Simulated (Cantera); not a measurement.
# Ignition delay

Mixture: C₃H₈ : O₂ : N₂ = 1 : 2.63 : 15.8 (molar parts), equivalence ratio 1.9, at 5.00 bar, adiabatic and at constant volume. Ignition delay is the time to a rise of 400 K.

Detailed kinetics in Cantera: GRI-Mech 3.0 (53 species, 325 reactions). GRI-Mech 3.0 was tuned for natural gas; its chemistry of propane as a main component is partial and can be far from experiment.

| T0 (K) | delay (ms) |
|---|---|
| 1150 | 9.68 |
| 1225 | 2.19 |
| 1300 | 0.575 |
| 1375 | 0.181 |
| 1450 | 0.0681 |
| 1525 | 0.0302 |
| 1600 | 0.0155 |
| 1675 | 0.00893 |
| 1750 | 0.00569 |
| 1825 | 0.00392 |

```
Item                                                     Value
--------------------------------------------------  ----------
apparent activation energy between 1675 and 1825 K  140 kJ/mol
```
